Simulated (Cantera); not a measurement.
An isothermal, constant-pressure homogeneous reactor starts with 35.7 % N2O, 64.3 % N2, at 1548 K and 0.300 bar.

Model: GRI-Mech 3.0 (53 species, 325 reactions), integrated in Cantera. GRI-Mech 3.0 was tuned for natural gas; its chemistry of N2O as a main component is partial and can be far from experiment. The temperature is held fixed by assumption; the heat of reaction is taken as removed at once.

Problem. Predict: x(N2O) at 200 s; x(O2) at 200 s; x(O) at 200 s; x(NO) at 200 s; x(N2) at 200 s.

Solution. 
| Property | Result |
|---|---|
| x(N2O) at 200 s | 1.33e-6 (gas-phase equilibrium 4.66e-8) |
| x(O2) at 200 s | 0.120 (gas-phase equilibrium 0.151) |
| x(O) at 200 s | 4.87e-6 (gas-phase equilibrium 5.44e-6) |
| x(NO) at 200 s | 0.0628 (gas-phase equilibrium 0.00136) |
| x(N2) at 200 s | 0.817 (gas-phase equilibrium 0.848) |
